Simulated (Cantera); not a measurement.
Input (Python, Cantera) and output of one run.

```python
import numpy as np
import cantera as ct

gas_names = """
    O2 S2
""".split()
cond_names = """
    Na(L) Na2O(a) Na2S(1) Na2SO4(L)
""".split()


# ... load() reads the species with a 1 bar reference pressure and builds the phases ...
species = {s.name: s for s in load("nasa_gas.yaml", gas_names) + load("nasa_condensed.yaml", cond_names)}
T = 1275
g = {n: (s.thermo.h(T) - T * s.thermo.s(T)) / (ct.gas_constant * T * np.log(10)) for n, s in species.items()}
valid = cond_names  # the entries whose range holds T


def stable(la, lb):
    # potentials (over RT ln 10) of the two non-metals from log10 p(O2) and log10 p(S2) in bar
    mu = {}
    mu["O"] = (g["O2"] + la) / 2
    mu["S"] = (g["S2"] + lb) / 2
    cost = {}
    for n in valid:
        c = species[n].composition
        cost[n] = (g[n] - sum(c.get(e, 0) * m for e, m in mu.items())) / c["Na"]
    return min(cost, key=cost.get)


results = []
for lb in [0, -1.4, -2.9, -4.3, -5.8, -7.2, -8.7, -10.1, -11.6, -13]:
    row = [stable(la, lb) for la in [-17, -16.1, -15.1, -14.2, -13.2, -12.3, -11.3, -10.4, -9.4, -8.5, -7.5, -6.6, -5.6, -4.7, -3.7, -2.8, -1.8, -0.9, 0.1, 1]]
    results.append(row)
    print(f"{lb:6.1f}  " + " ".join(f"{valid.index(n):x}" for n in row))
print("key: " + ", ".join(f"{i:x} {n}" for i, n in enumerate(valid)))
```

It prints:

```
   0.0  2 2 2 2 2 2 3 3 3 3 3 3 3 3 3 3 3 3 3 3
  -1.4  2 2 2 2 2 2 3 3 3 3 3 3 3 3 3 3 3 3 3 3
  -2.9  2 2 2 2 2 2 3 3 3 3 3 3 3 3 3 3 3 3 3 3
  -4.3  2 2 2 2 2 2 3 3 3 3 3 3 3 3 3 3 3 3 3 3
  -5.8  2 2 2 2 2 2 3 3 3 3 3 3 3 3 3 3 3 3 3 3
  -7.2  2 2 2 2 2 2 3 3 3 3 3 3 3 3 3 3 3 3 3 3
  -8.7  2 2 2 2 2 2 3 3 3 3 3 3 3 3 3 3 3 3 3 3
 -10.1  2 2 2 2 2 2 3 3 3 3 3 3 3 3 3 3 3 3 3 3
 -11.6  2 2 2 2 2 2 3 3 3 3 3 3 3 3 3 3 3 3 3 3
 -13.0  2 2 2 2 2 2 3 3 3 3 3 3 3 3 3 3 3 3 3 3
key: 0 Na(L), 1 Na2O(a), 2 Na2S(1), 3 Na2SO4(L)
```

Cantera with NASA thermochemical tables; ideal gases at 1 bar, condensed phases pure. Not in the tables: pyrosulfates. Part of the grid cannot be reached: there another gas would pass 10 bar, or a non-metal would condense.
